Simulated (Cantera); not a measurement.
A closed system holds: 1 mol Pb, 0.73 mol CO2, 33 mol H2, at 1600 K and 20.0 Pa.

These are equilibrium values from Cantera (NASA tables, ideal gas, pure condensed phases), not measurements of a reactor. Candidate condensed phases: C, C6H6, C7H8, C8H18, H2O, Pb, PbO, PbO2, Pb3O4; 113 gas species. Equilibrium is a limit: real reactors are often held back by kinetics, nucleation or transport.

Base state: H2 0.926, Pb 0.0287, CO 0.0208, H2O 0.0208, H 0.00370, CO2 0.000156 (mole fractions); condensed: gas only.

Problem. What changes in the equilibrium state with this change: temperature from 1600 K to 725 K?

Solution. 
| species | before | after |
|---|---|---|
| H2 | 0.926 | 0.959 |
| H2O | 0.0208 | 0.0189 |
| CO | 0.0208 | 0.0188 |
| Pb | 0.0287 | 1.69e-5 |
| H | 0.00370 | <1e-9 |
| CH4 | <1e-9 | 3.47e-5 |
| CO2 | 0.000156 | 0.00279 |
| Pb(l), mol | 0 | 0.999 |

Problem. What changes in the equilibrium state with this change: Pb replaced by Fe?

Solution. 
```
species       before     after
----------  --------  --------
H2             0.926     0.948
CO            0.0208    0.0213
H2O           0.0208    0.0213
Pb            0.0287         0
Fe                 0   0.00548
CO2         0.000156  0.000160
H            0.00370   0.00374
Fe(γ), mol         0     0.814
```
Further candidate phases: Fe, Fe(CO)5, FeO, Fe(OH)2, Fe(OH)3, Fe2O3, Fe3O4.
